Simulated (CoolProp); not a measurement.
Saturation properties of fluoroethane (R161).

Values from CoolProp's reference Helmholtz-energy equation of state, Wu 2012.

| T (K) | p (MPa) | vapour density (kg/m³) | liquid cp (kJ/(kg K)) |
|---|---|---|---|
| 295.2 | 0.8522 | 19.77 | 2.272 |
| 297.8 | 0.9157 | 21.26 | 2.292 |
| 300.5 | 0.9852 | 22.90 | 2.314 |
| 303.1 | 1.056 | 24.59 | 2.335 |
| 305.8 | 1.133 | 26.45 | 2.358 |
| 308.4 | 1.211 | 28.36 | 2.381 |
| 311 | 1.293 | 30.38 | 2.406 |
| 313.7 | 1.383 | 32.62 | 2.432 |
| 316.3 | 1.473 | 34.92 | 2.459 |
| 319 | 1.571 | 37.46 | 2.489 |
| 321.6 | 1.671 | 40.07 | 2.519 |
| 324.3 | 1.778 | 42.96 | 2.553 |
| 326.9 | 1.887 | 45.93 | 2.588 |
| 329.5 | 2.000 | 49.11 | 2.627 |

It boils at 235.6 K under 1 atm.
